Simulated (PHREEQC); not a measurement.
## Leach liquor (model solution)

Dissolve 0.017 mol H2SO4, 0.024 mol LiCl and 0.0021 mol NiSO4 per kg of water at 25 °C. Closed to the air; pH follows from the charge balance.

Computed with PHREEQC (ion-association model, wateq4f.dat).

This is a speciation only: nothing precipitates in the calculation.

### Question
What pH, ionic strength does the model give?

### Answer
pH 1.68; ionic strength 0.0616 mol/kgw.

### Question
In which forms is Li present?

### Answer
Li+ 98 %, LiSO4- 1.6 % of the Li.
